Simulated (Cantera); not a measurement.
Cantera with NASA thermochemical tables; ideal gases at 1 bar, condensed phases pure. Values are per mole of reaction as written; species without (g) are pure solids or liquids, kept so even where they would boil at 1 bar.

Si + Cl2(g) → SiCl2(g)

```tsv
T (K)	ΔH° (kJ)	ΔS° (J/K)	ΔG° (kJ)	log10 K
373	(withheld)	(withheld)	(withheld)	(withheld)
398	-168.9	38.5	-184.3	24.18
423	-169.0	38.3	-185.2	22.87
448	-169.1	38.1	-186.2	21.71
473	(withheld)	(withheld)	(withheld)	(withheld)
498	(withheld)	(withheld)	(withheld)	(withheld)
523	(withheld)	(withheld)	(withheld)	(withheld)
548	-169.6	37.2	-190.0	18.11
```

Q: What belongs in the gaps?

A: 
- 373, ΔH° (kJ): -168.8
- 373, ΔS° (J/K): 38.8
- 373, ΔG° (kJ): -183.3
- 373, log10 K: 25.67
- 473, ΔH° (kJ): -169.2
- 473, ΔS° (J/K): 37.9
- 473, ΔG° (kJ): -187.1
- 473, log10 K: 20.67
- 498, ΔH° (kJ): -169.3
- 498, ΔS° (J/K): 37.6
- 498, ΔG° (kJ): -188.1
- 498, log10 K: 19.73
- 523, ΔH° (kJ): -169.5
- 523, ΔS° (J/K): 37.4
- 523, ΔG° (kJ): -189.0
- 523, log10 K: 18.88
